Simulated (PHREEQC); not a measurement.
Consider water at 76 °C with 3.5 mmol/kgw MnCl2 and 42 mmol/kgw Ca(NO3)2. Closed to the air; pH follows from the charge balance.

The numbers come from PHREEQC with the ion-association model, phreeqc.dat.

Each row changes one thing in this solution. Precipitation was switched off in this run.

| case | pH | MnCl+ (mol/kgw) | Mn(NO3)2 (mol/kgw) | MnOH+ (mol/kgw) |
|---|---|---|---|---|
| as made | 5.94 | 3.16e-5 | 1.41e-5 | 1.19e-6 |
| Ca(NO3)2 from 0.042 to 0.0042 mol/kgw | ? | 5.28e-5 | 3.39e-7 | 1.41e-6 |
| 0.005 mol/kgw HBr added | 2.40 | 3.13e-5 | 1.38e-5 | 3.44e-10 |
| MnCl2 from 0.0035 to 0.00175 mol/kgw | ? | 8.06e-6 | 7.23e-6 | 7.81e-7 |
| Ca(NO3)2 from 0.042 to 0.084 mol/kgw | 5.97 | 2.53e-5 | 3.69e-5 | 1.10e-6 |
| diluted 100-fold with water | 6.31 | 8.32e-9 | 6.78e-11 | ? |
| temperature from 76 to 15 °C | 6.82 | 3.54e-5 | 1.91e-5 | 1.22e-7 |

### Question
Fill in the missing entries.

### Answer

- Ca(NO3)2 from 0.042 to 0.0042 mol/kgw, pH: 5.86
- MnCl2 from 0.0035 to 0.00175 mol/kgw, pH: 6.05
- diluted 100-fold with water, MnOH+ (mol/kgw): 5.56e-8

Complexes and solids missing from the database can't appear. Constants without temperature data keep their 25 °C values here.
